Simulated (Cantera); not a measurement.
Thermodynamics of hydrogen reduction and annealing atmospheres, feed V2O3 + H2 + H2O

A closed system holds: 1 mol V2O3, 1.9 mol H2, 0.23 mol H2O, at 1677 °C.

Equilibrium computed with Cantera from the NASA thermochemical tables; the gas is ideal and each condensed phase is pure. Candidate condensed phases: H2O, V, VO, V2O3, V2O4, V2O5; 12 gas species. Condensed phases not in the tables: the oxides between V2O3 and V2O5 other than VO2. Kinetics and transport are ignored.

```json
[
 {"P (Pa)": "10", "x H2": "0.753", "x H2O": "0.0468", "x H": "0.0995", "x VO2": "0.0944", "x VO": "0.00556", "x OH": "0.000561", "n V2O3(s)": "0.875"},
 {"P (Pa)": "68", "x H2": "0.846", "x H2O": "0.0943", "x H": "0.0404", "x VO2": "0.0186", "x VO": "0.000610", "x OH": "0.000409", "n V2O3(s)": "0.979"},
 {"P (Pa)": "460", "x H2": "0.876", "x H2O": "0.105", "x H": "0.0158", "x VO2": "0.00285", "x VO": "8.69e-5", "x OH": "0.000173", "n V2O3(s)": "0.997"},
 {"P (Pa)": "3200", "x H2": "0.886", "x H2O": "0.107", "x H": "0.00603", "x VO2": "0.000412", "x VO": "1.24e-5", "x OH": "6.64e-5", "n V2O3(s)": "1.000"},
 {"P (Pa)": "22000", "x H2": "0.890", "x H2O": "0.108", "x H": "0.00231", "x VO2": "5.99e-5", "x VO": "1.81e-6", "x OH": "2.54e-5", "n V2O3(s)": "1.000"},
 {"P (Pa)": "150000", "x H2": "0.891", "x H2O": "0.108", "x H": "0.000884", "x VO2": "8.78e-6", "x VO": "2.65e-7", "x OH": "9.72e-6", "n V2O3(s)": "1.000"},
 {"P (Pa)": "1000000", "x H2": "0.892", "x H2O": "0.108", "x H": "0.000342", "x VO2": "1.32e-6", "x VO": "3.98e-8", "x OH": "3.76e-6", "n V2O3(s)": "1.000"}
]
```
x: gas mole fraction; n: condensed amount in mol.

From 0.0750 Torr to 7500 Torr the condensed part is V2O3(s). The main V-bearing gas is VO2 throughout.
